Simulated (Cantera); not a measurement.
Input (Python, Cantera) and output of one run.

```python
import numpy as np
import cantera as ct

gas_names = """
    Fe FeO Fe(OH)2 H HNO HNO2 HNO3 HO2 H2 H2O H2O2 N NH NH2 NH3 NH2OH NO NO2 NO3 N2 N2H2 N2H4 N2O O OH
    O2 O3
""".split()
cond_names = """
    Fe(a) Fe(c) Fe(d) Fe(L) FeO(s) FeO(L) Fe(OH)2(s) Fe(OH)3(s) Fe2O3(s) Fe3O4(s) H2O(s) H2O(L)
""".split()


# ... load() reads the species with a 1 bar reference pressure and builds the phases ...
atoms = {
    'Fe3O4': {'Fe': 3, 'O': 4},
    'H2': {'H': 2},
    'N2': {'N': 2},
}
top_T = {'Fe2O3(s)': 1830, 'Fe3O4(s)': 1870}  # K; cautious upper limits of use, not melting points


# ... equilibrate(T, P, feed) seeds the gas with the atoms and calls Mixture.equilibrate('TP', solver="vcs", rtol=1e-11, max_steps=5000) ...
results = []
P = 1100  # Pa
for T in [1373, 1423, 1473, 1523, 1573, 1623, 1673, 1723, 1773, 1823, 1873, 1923]:
    for m in [320, 450, 590, 730, 860, 1000, 1100, 1300, 1400, 1500, 1700, 1800]:
        feed = {'Fe3O4': 1, 'H2': m, 'N2': 11}  # mol
        mix = equilibrate(T, P, feed)
        results.append((T, P, feed, dict(zip(mix.species_names, mix.species_moles))))

for T, P, feed, n in results:
    print(f"{T:7g} {feed['H2']:10.4g}  " + (" + ".join(c for c in cond_names if n.get(c, 0) > 1e-12) or "gas only"))
```

Output:

```
   1373        320  Fe(c)
   1373        450  Fe(c)
   1373        590  Fe(c)
   1373        730  Fe(c)
   1373        860  Fe(c)
   1373       1000  Fe(c)
   1373       1100  Fe(c)
   1373       1300  Fe(c)
   1373       1400  Fe(c)
   1373       1500  Fe(c)
   1373       1700  Fe(c)
   1373       1800  Fe(c)
   1423        320  Fe(c)
   1423        450  Fe(c)
   1423        590  Fe(c)
   1423        730  Fe(c)
   1423        860  Fe(c)
   1423       1000  Fe(c)
   1423       1100  Fe(c)
   1423       1300  Fe(c)
   1423       1400  Fe(c)
   1423       1500  Fe(c)
   1423       1700  Fe(c)
   1423       1800  Fe(c)
   1473        320  Fe(c)
   1473        450  Fe(c)
   1473        590  Fe(c)
   1473        730  Fe(c)
   1473        860  Fe(c)
   1473       1000  Fe(c)
   1473       1100  Fe(c)
   1473       1300  Fe(c)
   1473       1400  Fe(c)
   1473       1500  Fe(c)
   1473       1700  Fe(c)
   1473       1800  Fe(c)
   1523        320  Fe(c)
   1523        450  Fe(c)
   1523        590  Fe(c)
   1523        730  Fe(c)
   1523        860  Fe(c)
   1523       1000  Fe(c)
   1523       1100  Fe(c)
   1523       1300  Fe(c)
   1523       1400  Fe(c)
   1523       1500  Fe(c)
   1523       1700  Fe(c)
   1523       1800  Fe(c)
   1573        320  Fe(c)
   1573        450  Fe(c)
   1573        590  Fe(c)
   1573        730  Fe(c)
   1573        860  Fe(c)
   1573       1000  Fe(c)
   1573       1100  Fe(c)
   1573       1300  Fe(c)
   1573       1400  Fe(c)
   1573       1500  Fe(c)
   1573       1700  Fe(c)
   1573       1800  Fe(c)
   1623        320  Fe(c)
   1623        450  Fe(c)
   1623        590  Fe(c)
   1623        730  Fe(c)
   1623        860  Fe(c)
   1623       1000  Fe(c)
   1623       1100  Fe(c)
   1623       1300  Fe(c)
   1623       1400  Fe(c)
   1623       1500  Fe(c)
   1623       1700  Fe(c)
   1623       1800  Fe(c)
   1673        320  Fe(d)
   1673        450  Fe(d)
   1673        590  Fe(d)
   1673        730  Fe(d)
   1673        860  Fe(d)
   1673       1000  Fe(d)
   1673       1100  Fe(d)
   1673       1300  Fe(d)
   1673       1400  Fe(d)
   1673       1500  Fe(d)
   1673       1700  Fe(d)
   1673       1800  Fe(d)
   1723        320  Fe(d)
   1723        450  Fe(d)
   1723        590  Fe(d)
   1723        730  Fe(d)
   1723        860  Fe(d)
   1723       1000  Fe(d)
   1723       1100  Fe(d)
   1723       1300  Fe(d)
   1723       1400  Fe(d)
   1723       1500  Fe(d)
   1723       1700  Fe(d)
   1723       1800  Fe(d)
   1773        320  Fe(d)
   1773        450  Fe(d)
   1773        590  Fe(d)
   1773        730  Fe(d)
   1773        860  Fe(d)
   1773       1000  Fe(d)
   1773       1100  Fe(d)
   1773       1300  Fe(d)
   1773       1400  Fe(d)
   1773       1500  Fe(d)
   1773       1700  gas only
   1773       1800  gas only
   1823        320  Fe(L)
   1823        450  Fe(L)
   1823        590  Fe(L)
   1823        730  Fe(L)
   1823        860  gas only
   1823       1000  gas only
   1823       1100  gas only
   1823       1300  gas only
   1823       1400  gas only
   1823       1500  gas only
   1823       1700  gas only
   1823       1800  gas only
   1873        320  Fe(L)
   1873        450  gas only
   1873        590  gas only
   1873        730  gas only
   1873        860  gas only
   1873       1000  gas only
   1873       1100  gas only
   1873       1300  gas only
   1873       1400  gas only
   1873       1500  gas only
   1873       1700  gas only
   1873       1800  gas only
   1923        320  gas only
   1923        450  gas only
   1923        590  gas only
   1923        730  gas only
   1923        860  gas only
   1923       1000  gas only
   1923       1100  gas only
   1923       1300  gas only
   1923       1400  gas only
   1923       1500  gas only
   1923       1700  gas only
   1923       1800  gas only
```

Equilibrium computed with Cantera from the NASA thermochemical tables; the gas is ideal and each condensed phase is pure.
